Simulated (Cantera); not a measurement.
Input (Python, Cantera) and output of one run.

```python
import numpy as np
import cantera as ct

gas_names = """
    H HO2 H2 H2O H2O2 O OH O2 O3 Ta TaO TaO2
""".split()
cond_names = """
    H2O(s) H2O(L) Ta(cr) Ta(L) Ta2O5(s) Ta2O5(L)
""".split()


# ... load() reads the species with a 1 bar reference pressure and builds the phases ...
atoms = {
    'Ta2O5': {'Ta': 2, 'O': 5},
    'H2': {'H': 2},
}
top_T = {}  # K; cautious upper limits of use, not melting points


# ... equilibrate(T, P, feed) seeds the gas with the atoms and calls Mixture.equilibrate('TP', solver="vcs", rtol=1e-11, max_steps=5000) ...
results = []
T = 1273  # K
P = 800  # Pa
for m in [34, 48, 68, 96, 140, 190, 280, 390, 560, 790, 1100]:
    feed = {'Ta2O5': 1, 'H2': m}  # mol
    mix = equilibrate(T, P, feed)
    results.append((T, P, feed, dict(zip(mix.species_names, mix.species_moles))))

top = {s: max(r[3][s] / sum(r[3][g] for g in gas_names) for r in results) for s in gas_names}
cols = sorted((s for s in top if top[s] > 1e-05), key=lambda s: -top[s])[:9]
seen = [c for c in cond_names if any(r[3].get(c, 0) > 1e-12 for r in results)]
print("log10 of partial pressures in bar; condensed amounts in mol")
print(f"{'n(H2)':>10s}" + "".join(f"{s[:9]:>10s}" for s in cols + seen))
for T, P, feed, n in results:
    ng = sum(n[g] for g in gas_names)
    print(f"{feed['H2']:10.4g}" + "".join(f"{np.log10(max(n[s] / ng * P / 1e5, 1e-99)):10.3f}" for s in cols)
          + "".join(f"{n.get(c, 0):10.4g}" for c in seen))
```

Output:

```
log10 of partial pressures in bar; condensed amounts in mol
     n(H2)        H2       H2O    Ta(cr)  Ta2O5(s)
        34    -2.097    -7.068 0.0001452    0.9999
        48    -2.097    -7.068  0.000205    0.9999
        68    -2.097    -7.068 0.0002905    0.9999
        96    -2.097    -7.068 0.0004101    0.9998
       140    -2.097    -7.068  0.000598    0.9997
       190    -2.097    -7.068 0.0008116    0.9996
       280    -2.097    -7.068  0.001196    0.9994
       390    -2.097    -7.068  0.001666    0.9992
       560    -2.097    -7.068  0.002392    0.9988
       790    -2.097    -7.068  0.003375    0.9983
      1100    -2.097    -7.068  0.004699    0.9977
```

These are equilibrium values from Cantera (NASA tables, ideal gas, pure condensed phases), not measurements of a reactor. Mutual solubility and eutectic melting of coexisting phases are not modelled. Condensed phases not in the tables: N, O or C dissolved in the metal.
